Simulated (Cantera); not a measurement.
Input: 1 mol Ca(OH)₂, 0.083 mol H₂O, at 15000 Pa.

These are equilibrium values from Cantera (NASA tables, ideal gas, pure condensed phases), not measurements of a reactor. Candidate condensed phases: Ca, CaO, Ca(OH)₂, H₂O; 14 gas species. The numbers say what is thermodynamically allowed, not how fast it happens.

x: gas mole fraction; n: condensed amount in mol.

```
T (°C)  x H₂O        x H₂      x O₂      x OH  n Ca(OH)₂(s)  n CaO(s)
------  -----  ----------  --------  --------  ------------  --------
327      1.00      <1e-12    <1e-12    <1e-12          1.00         0
352      1.00  (withheld)  1.67e-12    <1e-12          1.00         0
377      1.00  (withheld)  5.59e-12    <1e-12          1.00         0
402      1.00  (withheld)  1.45e-11    <1e-12          1.00         0
427      1.00  (withheld)  4.98e-11    <1e-12          1.00         0
452      1.00  (withheld)  1.28e-10  1.77e-12             0      1.00
477      1.00  (withheld)  3.17e-10  5.44e-12             0      1.00
502      1.00  (withheld)  7.40e-10  1.56e-11             0      1.00
527      1.00  (withheld)   1.64e-9  4.17e-11             0      1.00
552      1.00  (withheld)   3.47e-9  1.05e-10             0      1.00
577      1.00  (withheld)   7.01e-9  2.52e-10             0      1.00
602      1.00  (withheld)   1.36e-8  5.72e-10             0      1.00
627      1.00  (withheld)   2.55e-8   1.24e-9             0      1.00
```

**Question.** What belongs in the gaps?

**Answer.** 
- 352, x H₂: 3.34e-12
- 377, x H₂: 1.12e-11
- 402, x H₂: 3.73e-11
- 427, x H₂: 9.61e-11
- 452, x H₂: 2.57e-10
- 477, x H₂: 6.37e-10
- 502, x H₂: 1.49e-9
- 527, x H₂: 3.30e-9
- 552, x H₂: 6.99e-9
- 577, x H₂: 1.41e-8
- 602, x H₂: 2.75e-8
- 627, x H₂: 5.17e-8
